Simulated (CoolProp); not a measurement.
n-perfluorohexane at several states: density (kg/m³) from the reference equation and from simpler models built on Tc = 174.9 °C, pc = 1.742 MPa, ω = 0.497; each cubic takes its own stable root.

Computed with CoolProp (reference Helmholtz-energy equation of state, Gao 2022).

| T (°C) | p (MPa) | phase | reference |
|---|---|---|---|
| 8.65 | 0.0713 | liquid | 1723 |
| -29.25 | 0.0425 | liquid | 1828 |
| -68.75 | 0.0529 | liquid | 1938 |

### Question
How far does each simpler model (van der Waals, Redlich-Kwong, Soave-Redlich-Kwong, Peng-Robinson) lie from the reference over these 3 states: mean and median of the absolute difference, and the worst?

### Answer
- van der Waals: mean 81.4 %, median 99.4 %, worst -99.6 % at -29.25 °C and 0.0425 MPa
- Redlich-Kwong: mean 18.5 %, median 18.5 %, worst -18.7 % at 8.65 °C and 0.0713 MPa
- Soave-Redlich-Kwong: mean 14.1 %, median 13.8 %, worst -15.3 % at -68.75 °C and 0.0529 MPa
- Peng-Robinson: mean 3.4 %, median 3.1 %, worst -5.0 % at -68.75 °C and 0.0529 MPa

At some of these states van der Waals gives the other phase, because its saturation line lies elsewhere.
